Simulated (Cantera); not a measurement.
Feed: 1 mol CH3SiCl3, 130 mol H2, equilibrated at 50000 Pa.

These are equilibrium values from Cantera (NASA tables, ideal gas, pure condensed phases), not measurements of a reactor. Candidate condensed phases: C, C6H6, C7H8, C8H18, Si, SiC; 109 gas species. The feed counts by its element totals alone. Gases not in the tables: Si2H6 and higher silanes. Rates play no part.

**Question.** What share of the Si ends up in condensed phases as a function of T (K), at 1598, 1673, 1748, 1823, 1898, 1973, 2048, 2123, 2198, 2273, 2348, 2423?

**Answer.** 
```
T (K)  Si condensed (%)      as
-----  ----------------  ------
1598               98.4  SiC(s)
1673               98.4  SiC(s)
1748               98.3  SiC(s)
1823               98.1  SiC(s)
1898               97.8  SiC(s)
1973               97.1  SiC(s)
2048               96.0  SiC(s)
2123               94.1  SiC(s)
2198               90.5  SiC(s)
2273               83.6  SiC(s)
2348               70.5  SiC(s)
2423               45.9  SiC(s)
```
